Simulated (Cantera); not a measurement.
## Premixed flame

A freely propagating, adiabatic, planar premixed flame of 30.9 % H2, 11.9 % O2, 57.2 % N2, unburnt at 325 K and 0.132 atm; multicomponent+Soret transport, grid criteria slope 0.08 and curve 0.16, no radiation.

Cantera simulation using the H2/O2 subset of GRI-Mech 3.0, which has no nitrogen chemistry; the numbers are that mechanism's predictions, not measurements. Burning velocities carry a grid error of a few per cent, more on coarse grids.

```csv
z (mm),T (K),u (m/s),x H2,x O2,x OH,x H,x H2O,x O
-15.8,325,1.93,0.309,0.119,<1e-8,<1e-8,<1e-8,<1e-8
-10.5,325,1.93,0.309,0.119,<1e-8,<1e-8,<1e-8,<1e-8
-7.91,325,1.93,0.309,0.119,<1e-8,<1e-8,<1e-8,<1e-8
-5.27,325,1.93,0.309,0.119,<1e-8,<1e-8,<1e-8,<1e-8
-2.64,329,1.93,0.301,0.120,3.80e-6,3.28e-6,7.65e-5,4.42e-7
-1.32,560,3.17,0.260,0.117,0.000637,0.00489,0.0174,9.09e-5
0,994,5.51,0.164,0.0784,0.00133,0.0433,0.0996,0.00323
1.32,1265,6.99,0.0761,0.0229,0.00387,0.0759,0.201,0.00645
2.64,1378,7.58,0.0629,0.0116,0.00512,0.0753,0.223,0.00599
5.27,1496,8.17,0.0655,0.00888,0.00635,0.0645,0.229,0.00544
10.5,1623,8.80,0.0692,0.00697,0.00732,0.0516,0.235,0.00450
21.1,1751,9.40,0.0719,0.00496,0.00770,0.0390,0.242,0.00329
42.2,1869,9.95,0.0734,0.00308,0.00721,0.0276,0.250,0.00206
```
x: mole fraction of selected species; z is measured from the peak of heat release.

| Property | Value |
|---|---|
| laminar burning velocity | 193 cm/s |
| thermal thickness | 5.27 mm |
| peak x(OH) | 0.00770 |
| peak x(H) | 0.0775 |
| peak x(O) | 0.00645 |
| grid points | 145 |
